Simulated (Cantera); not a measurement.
**Gas-phase reforming**

An isothermal, constant-pressure homogeneous reactor starts with 59.2 % CH4, 21.9 % CO2, 18.9 % H2, at 1525 K and 2.60 bar.

Detailed kinetics in Cantera: GRI-Mech 3.0 (53 species, 325 reactions). GRI-Mech 3.0 stops at C3 and has no aromatics, soot or wall deposition, so with more carbon than oxygen in the feed, carbon stays in small species such as C2H2 where larger ones or solid carbon would form.

| t (s) | x CH4 | x CO2 | x H2 | x HO2 | x OH | x C2H2 | x O2 |
|---|---|---|---|---|---|---|---|
| 2.00e-6 | 0.592 | 0.219 | 0.189 | <1e-12 | 2.19e-10 | <1e-12 | <1e-12 |
| 1.26e-5 | 0.592 | 0.219 | 0.189 | <1e-12 | 9.90e-10 | 3.33e-12 | <1e-12 |
| 7.96e-5 | 0.591 | 0.219 | 0.189 | <1e-12 | 3.57e-9 | 7.40e-9 | <1e-12 |
| 0.000502 | 0.590 | 0.219 | 0.190 | <1e-12 | 4.90e-9 | 2.22e-6 | <1e-12 |
| 0.00317 | 0.582 | 0.217 | 0.195 | <1e-12 | 6.98e-9 | 0.000374 | <1e-12 |
| 0.0200 | 0.527 | 0.202 | 0.230 | <1e-12 | 1.18e-8 | 0.0127 | <1e-12 |
| 0.126 | 0.327 | 0.125 | 0.343 | <1e-12 | 3.93e-8 | 0.0692 | <1e-12 |
| 0.796 | 0.153 | 0.0194 | 0.412 | <1e-12 | 9.10e-8 | 0.108 | <1e-12 |
| 5.02 | 0.149 | 0.0123 | 0.462 | <1e-12 | 4.94e-8 | 0.0771 | <1e-12 |
| 31.7 | 0.136 | 0.00219 | 0.526 | <1e-12 | 7.33e-9 | 0.0448 | <1e-12 |
| 200 | 0.133 | 2.08e-6 | 0.539 | <1e-12 | 6.79e-12 | 0.0393 | <1e-12 |
x: mole fraction; the columns are a selection and need not sum to one.

Equilibrium at this temperature and pressure: CH4 0.132, CO2 1.35e-6, H2 0.539, HO2 <1e-12, OH 4.43e-12, C2H2 0.0393, O2 <1e-12 (gas phase only).
